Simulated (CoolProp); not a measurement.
Values from CoolProp's reference Helmholtz-energy equation of state, Lemmon 2006. It is a short technical equation, of lower accuracy than the large ones.

### Question
For n-decane, give the phase and the cp (kJ/(kg K)), viscosity (µPa s), fugacity coefficient at 358.2 K and 0.101 MPa; 433.5 K and 0.101 MPa.

### Answer
- 358.2 K and 0.101 MPa: liquid; cp 2.43, viscosity 418, fugacity coefficient 0.0506
- 433.5 K and 0.101 MPa: liquid; cp 2.75, viscosity 224, fugacity coefficient 0.666

Viscosity comes from a separate model (Huber 2004).
